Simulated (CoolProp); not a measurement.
The fluid at 400.66 K and 2.7 MPa flows at 13 m/s in a round tube of 100 mm bore and 45 µm roughness, fully developed (64/Re and Nu = 3.66 if laminar; Colebrook and Gnielinski if turbulent). The same conditions are run with several fluids, on thermodynamics alone (safety and materials aside).

Values from CoolProp's reference Helmholtz-energy equation of state of each fluid (n-decane: Lemmon 2006; n-nonane: Lemmon 2006; o-xylene: Zhou 2012).

| fluid | Reynolds number | pressure drop (Pa/m) | heat-transfer coefficient (W/(m² K)) | mass flow (kg/h) |
|---|---|---|---|---|
| n-decane | 2830000 | (withheld) | 17400 | (withheld) |
| n-nonane | (withheld) | (withheld) | 18300 | (withheld) |
| o-xylene | (withheld) | (withheld) | 19700 | 290000 |

Q: Complete the blanks.

A: 
- n-decane, pressure drop (Pa/m): 9050
- n-decane, mass flow (kg/h): 239000
- n-nonane, Reynolds number: 3210000
- n-nonane, pressure drop (Pa/m): 8840
- n-nonane, mass flow (kg/h): 233000
- o-xylene, Reynolds number: 3580000
- o-xylene, pressure drop (Pa/m): 11000

Transport values come from each fluid's own correlations.
